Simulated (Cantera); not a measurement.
A closed system holds: 1 mol Fe₂O₃, 0.33 mol CH₄, 1.8 mol N₂, held at 1350 K and 13.0 mbar.

Method: chemical equilibrium by Gibbs-energy minimisation in Cantera with the NASA 1993 tables (ideal gas, pure condensed phases). Candidate condensed phases: C, C₆H₆, C₇H₈, C₈H₁₈, Fe, Fe(CO)₅, FeO, Fe(OH)₂, Fe(OH)₃, Fe₂O₃, Fe₃O₄, H₂O; 140 gas species. The tables' stoichiometric FeO is somewhat more stable than real wüstite, so its field is too wide. FeO: taken at fixed stoichiometry. Equilibrium is a limit: real reactors are often held back by kinetics, nucleation or transport.

Base state: N₂ 0.645, H₂O 0.172, CO₂ 0.0681, H₂ 0.0645, CO 0.0502 (mole fractions); condensed: FeO(s).

What changes in the equilibrium state with this change: 0.32 mol H₂ added?


```
species      before   after
-----------  ------  ------
N₂            0.645   0.579
H₂O           0.172   0.174
H₂           0.0645   0.141
CO₂          0.0681  0.0410
CO           0.0502  0.0651
FeO(s), mol    2.00    2.00
```
